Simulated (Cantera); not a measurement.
Feed: 1 mol TiN, 7 mol H2O, held at 0.00640 bar.

Cantera equilibrium calculation (NASA polynomials, part measured and part estimated; ideal gas, pure solids and liquids). Candidate condensed phases: H2O, Ti, TiN, TiO, TiO2, Ti2O3, Ti3O5, Ti4O7; 27 gas species. Equilibrium is a limit: real reactors are often held back by kinetics, nucleation or transport. All values below are at 1150 K.

Base state: H2O 0.667, H2 0.267, N2 0.0667 (mole fractions); condensed: TiO2(rutile).

**Question.** What changes in the equilibrium state with this change: TiN replaced by Si3N4?

**Answer.** 
| species | before | after |
|---|---|---|
| H2 | 0.267 | 0.667 |
| N2 | 0.0667 | 0.222 |
| H2O | 0.667 | 0.111 |
| TiO2(rutile), mol | 1.00 | 0 |
| SiO2(β-quartz), mol | 0 | 3.00 |
The tables hold silica as quartz up to 1696 K and as liquid above; real silica turns to tridymite and cristobalite and melts near 1996 K. Further candidate phases: Si, SiO2, Si2N2O, Si3N4.
